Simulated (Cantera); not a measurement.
Feed: 1 mol SiHCl3, 0.13 mol C3H8, 110 mol H2, at 2.70 Torr.

Cantera equilibrium calculation (NASA polynomials, part measured and part estimated; ideal gas, pure solids and liquids). Candidate condensed phases: C, C6H6, C7H8, C8H18, Si, SiC; 109 gas species. Mutual solubility and eutectic melting of coexisting phases are not modelled. Gases not in the tables: Si2H6 and higher silanes. Rates play no part.

**Question.** Which condensed phases are stable at each of these points (T (K)): 1548, 1573, 1598, 1623, 1648, 1673, 1698, 1723, 1748, 1773, 1798, 1823, 1848?

**Answer.** 
| T (K) | condensed phases | Si condensed (%) |
|---|---|---|
| 1548 | Si(s) + SiC(s) | 79.4 |
| 1573 | Si(s) + SiC(s) | 79.0 |
| 1598 | Si(s) + SiC(s) | 78.6 |
| 1623 | Si(s) + SiC(s) | 78.0 |
| 1648 | Si(s) + SiC(s) | 77.4 |
| 1673 | Si(s) + SiC(s) | 76.5 |
| 1698 | Si(l) + SiC(s) | 75.6 |
| 1723 | Si(l) + SiC(s) | 74.9 |
| 1748 | Si(l) + SiC(s) | 73.7 |
| 1773 | Si(l) + SiC(s) | 71.7 |
| 1798 | Si(l) + SiC(s) | 68.7 |
| 1823 | Si(l) + SiC(s) | 64.3 |
| 1848 | Si(l) + SiC(s) | 57.9 |

From 1548 K to 1673 K the condensed part is Si(s) + SiC(s). From 1698 K to 1848 K the condensed part is Si(l) + SiC(s).
